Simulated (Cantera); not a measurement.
## Silicon oxide and oxynitride deposition: SiH₂Cl₂ + O₂ + H₂

Feed: 1 mol SiH₂Cl₂, 0.1 mol O₂, 29 mol H₂, at 1373 K and 32.3 Torr.

Method: chemical equilibrium by Gibbs-energy minimisation in Cantera with the NASA 1993 tables (ideal gas, pure condensed phases). Candidate condensed phases: H₂O, Si, SiO₂; 30 gas species. Mutual solubility and eutectic melting of coexisting phases are not modelled. The tables' values for SiCl₃ are old estimates; treat these amounts as uncertain. The tables hold silica as quartz up to 1696 K and as liquid above; real silica turns to tridymite and cristobalite and melts near 1996 K. Kinetics and transport are ignored.

* **x(H₂)**: 0.943
* **x(HCl)**: 0.0480
* **x(SiCl₂)**: 0.00704
* **x(SiO)**: 0.000957
* **x(SiCl₃)**: 0.000441
* **x(SiHCl₃)**: 0.000158
* **x(SiCl₄)**: 0.000128
* **x(SiH₂Cl₂)**: 2.91e-5
* **x(H)**: 1.56e-5
* **n(Si(s))**: 0.643 mol
* **n(SiO₂(β-quartz))**: 0.0852 mol
* **gas amount**: 31.01 mol
